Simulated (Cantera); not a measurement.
Cantera run:

```python
import numpy as np
import cantera as ct

gas_names = """
    CL CL2 H HCL H2 N NH NH2 NH3 N2 N2H2 N2H4 Si SiCL SiCL2 SiCL3 SiCL4 SiH SiHCL3 SiH2 SiH2CL2 SiH3
    SiH3CL SiH4 SiN Si2 Si2N Si3
""".split()
cond_names = """
    NH4CL(a) NH4CL(b) Si(cr) Si(L) Si3N4(a)
""".split()


# ... load() reads the species with a 1 bar reference pressure and builds the phases ...
atoms = {
    'Si2Cl6': {'Si': 2, 'CL': 6},
    'NH3': {'N': 1, 'H': 3},
    'H2': {'H': 2},
}
top_T = {'Si3N4(a)': 2400}  # K; cautious upper limits of use, not melting points


# ... equilibrate(T, P, feed) seeds the gas with the atoms and calls Mixture.equilibrate('TP', solver="vcs", rtol=1e-11, max_steps=5000) ...
results = []
feed = {'Si2Cl6': 1, 'NH3': 1.9, 'H2': 17}  # mol
P = 10  # Pa
for T in [1623, 1698, 1773, 1848, 1923, 1998, 2073]:
    mix = equilibrate(T, P, feed)
    results.append((T, P, feed, dict(zip(mix.species_names, mix.species_moles))))

top = {s: max(r[3][s] / sum(r[3][g] for g in gas_names) for r in results) for s in gas_names}
cols = sorted((s for s in top if top[s] > 0.001), key=lambda s: -top[s])[:8]
seen = [c for c in cond_names if any(r[3].get(c, 0) > 1e-12 for r in results)]
print("log10 of partial pressures in bar; condensed amounts in mol")
print(f"{'T/K':>10s}" + "".join(f"{s[:9]:>10s}" for s in cols + seen))
for T, P, feed, n in results:
    ng = sum(n[g] for g in gas_names)
    print(f"{T:10.4g}" + "".join(f"{np.log10(max(n[s] / ng * P / 1e5, 1e-99)):10.3f}" for s in cols)
          + "".join(f"{n.get(c, 0):10.4g}" for c in seen))
```

It prints:

```
log10 of partial pressures in bar; condensed amounts in mol
       T/K        H2         H       HCL     SiCL2        Si        CL        N2      SiCL    Si(cr)     Si(L)
      1623    -4.115    -6.218    -4.923    -5.188    -6.806    -7.130    -5.401    -7.229    0.3915         0
      1698    -4.121    -5.900    -4.934    -5.191    -6.183    -6.822    -5.405    -6.840         0    0.2445
      1773    -4.135    -5.614    -4.918    -5.234    -5.712    -6.511    -5.414    -6.554         0         0
      1848    -4.160    -5.356    -4.850    -5.370    -5.493    -6.165    -5.426    -6.447         0         0
      1923    -4.193    -5.123    -4.803    -5.570    -5.347    -5.856    -5.441    -6.413         0         0
      1998    -4.235    -4.912    -4.790    -5.853    -5.259    -5.595    -5.460    -6.455         0         0
      2073    -4.287    -4.724    -4.818    -6.226    -5.221    -5.387    -5.483    -6.570         0         0
```

These are equilibrium values from Cantera (NASA tables, ideal gas, pure condensed phases), not measurements of a reactor. The feed counts by its element totals alone. The tables' values for SiCl, SiCl3, SiN are old estimates; treat these amounts as uncertain. Gases not in the tables: Si2H6 and higher silanes.
